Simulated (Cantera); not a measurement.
An adiabatic, constant-volume homogeneous reactor starts with C3H8 : O2 : N2 = 1 : 4.55 : 25 (molar parts), equivalence ratio 1.1, at 1125 K and 0.870 bar.

Detailed kinetics in Cantera: GRI-Mech 3.0 (53 species, 325 reactions). GRI-Mech 3.0 was tuned for natural gas; its chemistry of propane as a main component is partial and can be far from experiment.

Task: Predict: time of steepest temperature rise; temperature at 2.00 s; equilibrium temperature; x(O2) at 2.00 s; x(HO2) at 2.00 s; x(H2O) at 2.00 s; x(H2O2) at 2.00 s; x(NO) at 2.00 s.

Result: 
```
Quantity                                                            Result
---------------------------------  ---------------------------------------
time of steepest temperature rise                                  40.9 ms
temperature at 2.00 s                                               2668 K
equilibrium temperature                                             2668 K
x(O2) at 2.00 s                    0.00643 (gas-phase equilibrium 0.00643)
x(HO2) at 2.00 s                   1.97e-6 (gas-phase equilibrium 1.97e-6)
x(H2O) at 2.00 s                       0.106 (gas-phase equilibrium 0.106)
x(H2O2) at 2.00 s                  1.24e-7 (gas-phase equilibrium 1.24e-7)
x(NO) at 2.00 s                    0.00524 (gas-phase equilibrium 0.00524)
```
